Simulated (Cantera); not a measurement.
Standard-state values (1 bar) from the NASA 1993 polynomials, evaluated with Cantera. Values are per mole of reaction as written; species without (g) are pure solids or liquids, kept so even where they would boil at 1 bar. TaC: taken at fixed stoichiometry.

8 H(g) + 3 TaC = 3 Ta + C3H8(g)

```
T (K)  ΔH° (kJ)  ΔS° (J/K)  ΔG° (kJ)  log10 K
-----  --------  ---------  --------  -------
2023          …          …         …        …
2073    -1524.2     -801.5     137.4    -3.46
2123          …          …         …        …
2173          …          …         …        …
2223          …          …         …        …
2273    -1529.2     -803.9     297.9    -6.85
2323    -1530.4     -804.4     338.1    -7.60
```

### Question
Some entries are withheld; supply them.

### Answer

- 2023, ΔH° (kJ): -1522.9
- 2023, ΔS° (J/K): -800.9
- 2023, ΔG° (kJ): 97.3
- 2023, log10 K: -2.51
- 2123, ΔH° (kJ): -1525.5
- 2123, ΔS° (J/K): -802.2
- 2123, ΔG° (kJ): 177.5
- 2123, log10 K: -4.37
- 2173, ΔH° (kJ): -1526.8
- 2173, ΔS° (J/K): -802.8
- 2173, ΔG° (kJ): 217.6
- 2173, log10 K: -5.23
- 2223, ΔH° (kJ): -1528.0
- 2223, ΔS° (J/K): -803.3
- 2223, ΔG° (kJ): 257.7
- 2223, log10 K: -6.06
